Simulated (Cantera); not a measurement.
Cantera run:

```python
import numpy as np
import cantera as ct

gas_names = """
    N NO NO2 NO3 N2 N2O O O2 O3 Zr ZrN ZrO ZrO2
""".split()
cond_names = """
    Zr(a) Zr(b) Zr(L) ZrN(s) ZrN(L) ZrO2(a) ZrO2(b) ZrO2(L)
""".split()


# ... load() reads the species with a 1 bar reference pressure and builds the phases ...
atoms = {
    'Zr': {'Zr': 1},
    'N2O': {'N': 2, 'O': 1},
    'N2': {'N': 2},
}
top_T = {}  # K; cautious upper limits of use, not melting points


# ... equilibrate(T, P, feed) seeds the gas with the atoms and calls Mixture.equilibrate('TP', solver="vcs", rtol=1e-11, max_steps=5000) ...
results = []
feed = {'Zr': 1, 'N2O': 0.43, 'N2': 2.1}  # mol
for P in [0.1, 0.75, 5.6, 42, 320, 2400, 18000, 130000, 1000000]:
    for T in [2148, 2198, 2248, 2298, 2348, 2398, 2448, 2498, 2548, 2598, 2648, 2698, 2748, 2798]:
        mix = equilibrate(T, P, feed)
        results.append((T, P, feed, dict(zip(mix.species_names, mix.species_moles))))

for T, P, feed, n in results:
    print(f"{T:7g} {P:10.4g}  " + (" + ".join(c for c in cond_names if n.get(c, 0) > 1e-12) or "gas only"))
```

It prints:

```
   2148        0.1  ZrN(s)
   2198        0.1  ZrN(s)
   2248        0.1  ZrN(s)
   2298        0.1  ZrN(s)
   2348        0.1  gas only
   2398        0.1  gas only
   2448        0.1  gas only
   2498        0.1  gas only
   2548        0.1  gas only
   2598        0.1  gas only
   2648        0.1  gas only
   2698        0.1  gas only
   2748        0.1  gas only
   2798        0.1  gas only
   2148       0.75  ZrN(s) + ZrO2(b)
   2198       0.75  ZrN(s) + ZrO2(b)
   2248       0.75  ZrN(s) + ZrO2(b)
   2298       0.75  ZrN(s)
   2348       0.75  ZrN(s)
   2398       0.75  ZrN(s)
   2448       0.75  ZrN(s)
   2498       0.75  gas only
   2548       0.75  gas only
   2598       0.75  gas only
   2648       0.75  gas only
   2698       0.75  gas only
   2748       0.75  gas only
   2798       0.75  gas only
   2148        5.6  ZrN(s) + ZrO2(b)
   2198        5.6  ZrN(s) + ZrO2(b)
   2248        5.6  ZrN(s) + ZrO2(b)
   2298        5.6  ZrN(s) + ZrO2(b)
   2348        5.6  ZrN(s) + ZrO2(b)
   2398        5.6  ZrN(s) + ZrO2(b)
   2448        5.6  ZrN(s)
   2498        5.6  ZrN(s)
   2548        5.6  ZrN(s)
   2598        5.6  ZrN(s)
   2648        5.6  ZrN(s)
   2698        5.6  gas only
   2748        5.6  gas only
   2798        5.6  gas only
   2148         42  ZrN(s) + ZrO2(b)
   2198         42  ZrN(s) + ZrO2(b)
   2248         42  ZrN(s) + ZrO2(b)
   2298         42  ZrN(s) + ZrO2(b)
   2348         42  ZrN(s) + ZrO2(b)
   2398         42  ZrN(s) + ZrO2(b)
   2448         42  ZrN(s) + ZrO2(b)
   2498         42  ZrN(s) + ZrO2(b)
   2548         42  ZrN(s) + ZrO2(b)
   2598         42  ZrN(s)
   2648         42  ZrN(s)
   2698         42  ZrN(s)
   2748         42  ZrN(s)
   2798         42  ZrN(s)
   2148        320  ZrN(s) + ZrO2(b)
   2198        320  ZrN(s) + ZrO2(b)
   2248        320  ZrN(s) + ZrO2(b)
   2298        320  ZrN(s) + ZrO2(b)
   2348        320  ZrN(s) + ZrO2(b)
   2398        320  ZrN(s) + ZrO2(b)
   2448        320  ZrN(s) + ZrO2(b)
   2498        320  ZrN(s) + ZrO2(b)
   2548        320  ZrN(s) + ZrO2(b)
   2598        320  ZrN(s) + ZrO2(b)
   2648        320  ZrN(s) + ZrO2(b)
   2698        320  ZrN(s) + ZrO2(b)
   2748        320  ZrN(s) + ZrO2(b)
   2798        320  ZrN(s)
   2148       2400  ZrN(s) + ZrO2(b)
   2198       2400  ZrN(s) + ZrO2(b)
   2248       2400  ZrN(s) + ZrO2(b)
   2298       2400  ZrN(s) + ZrO2(b)
   2348       2400  ZrN(s) + ZrO2(b)
   2398       2400  ZrN(s) + ZrO2(b)
   2448       2400  ZrN(s) + ZrO2(b)
   2498       2400  ZrN(s) + ZrO2(b)
   2548       2400  ZrN(s) + ZrO2(b)
   2598       2400  ZrN(s) + ZrO2(b)
   2648       2400  ZrN(s) + ZrO2(b)
   2698       2400  ZrN(s) + ZrO2(b)
   2748       2400  ZrN(s) + ZrO2(b)
   2798       2400  ZrN(s) + ZrO2(b)
   2148    1.8e+04  ZrN(s) + ZrO2(b)
   2198    1.8e+04  ZrN(s) + ZrO2(b)
   2248    1.8e+04  ZrN(s) + ZrO2(b)
   2298    1.8e+04  ZrN(s) + ZrO2(b)
   2348    1.8e+04  ZrN(s) + ZrO2(b)
   2398    1.8e+04  ZrN(s) + ZrO2(b)
   2448    1.8e+04  ZrN(s) + ZrO2(b)
   2498    1.8e+04  ZrN(s) + ZrO2(b)
   2548    1.8e+04  ZrN(s) + ZrO2(b)
   2598    1.8e+04  ZrN(s) + ZrO2(b)
   2648    1.8e+04  ZrN(s) + ZrO2(b)
   2698    1.8e+04  ZrN(s) + ZrO2(b)
   2748    1.8e+04  ZrN(s) + ZrO2(b)
   2798    1.8e+04  ZrN(s) + ZrO2(b)
   2148    1.3e+05  ZrN(s) + ZrO2(b)
   2198    1.3e+05  ZrN(s) + ZrO2(b)
   2248    1.3e+05  ZrN(s) + ZrO2(b)
   2298    1.3e+05  ZrN(s) + ZrO2(b)
   2348    1.3e+05  ZrN(s) + ZrO2(b)
   2398    1.3e+05  ZrN(s) + ZrO2(b)
   2448    1.3e+05  ZrN(s) + ZrO2(b)
   2498    1.3e+05  ZrN(s) + ZrO2(b)
   2548    1.3e+05  ZrN(s) + ZrO2(b)
   2598    1.3e+05  ZrN(s) + ZrO2(b)
   2648    1.3e+05  ZrN(s) + ZrO2(b)
   2698    1.3e+05  ZrN(s) + ZrO2(b)
   2748    1.3e+05  ZrN(s) + ZrO2(b)
   2798    1.3e+05  ZrN(s) + ZrO2(b)
   2148      1e+06  ZrN(s) + ZrO2(b)
   2198      1e+06  ZrN(s) + ZrO2(b)
   2248      1e+06  ZrN(s) + ZrO2(b)
   2298      1e+06  ZrN(s) + ZrO2(b)
   2348      1e+06  ZrN(s) + ZrO2(b)
   2398      1e+06  ZrN(s) + ZrO2(b)
   2448      1e+06  ZrN(s) + ZrO2(b)
   2498      1e+06  ZrN(s) + ZrO2(b)
   2548      1e+06  ZrN(s) + ZrO2(b)
   2598      1e+06  ZrN(s) + ZrO2(b)
   2648      1e+06  ZrN(s) + ZrO2(b)
   2698      1e+06  ZrN(s) + ZrO2(b)
   2748      1e+06  ZrN(s) + ZrO2(b)
   2798      1e+06  ZrN(s) + ZrO2(b)
```

Method: chemical equilibrium by Gibbs-energy minimisation in Cantera with the NASA 1993 tables (ideal gas, pure condensed phases). Mutual solubility and eutectic melting of coexisting phases are not modelled. ZrN: taken at fixed stoichiometry. Condensed phases not in the tables: solid solutions among these carbides, nitrides and lower oxides.
